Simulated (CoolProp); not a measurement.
Vapour-liquid equilibrium of R134a (1) + R227EA (2) at 495 kPa; x and y are mole fractions of (1).

The numbers come from the multi-fluid Helmholtz-energy mixture model, Tillner-Roth 1994 and Lemmon 2016; pair parameters Bell 2016 in CoolProp.

Give the bubble temperature and the first vapour's composition at x = 0.275, 0.35, 0.575. Is there an azeotrope?

x = 0.275: 296.1 K, y = 0.356; x = 0.35: 295.0 K, y = 0.436; x = 0.575: 292.2 K, y = 0.650. No azeotrope shows between x = 0.05 and 0.95.

The pair parameters rest on a limited set of measurements; away from them the model extrapolates.
